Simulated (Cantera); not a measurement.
Mixture: CH4 : CO : O2 : N2 = 1 : 0.096 : 5 : 18.8 (molar parts), at 2.60 bar, adiabatic and at constant volume. Ignition delay is the time to a rise of 400 K.

Model: GRI-Mech 3.0 (53 species, 325 reactions), integrated in Cantera.

Task: What does this change do: pressure from 2.60 bar to 5.00 bar?

Result: 
| quantity | before | after |
|---|---|---|
| delay at 1098 K | 54.5 ms | 28.3 ms |
| delay at 1198 K | 12.6 ms | 6.77 ms |
| delay at 1298 K | 3.42 ms | 1.93 ms |
| delay at 1398 K | 1.08 ms | 0.632 ms |
| apparent activation energy between 1348 and 1448 K | 170 kJ/mol | 170 kJ/mol |
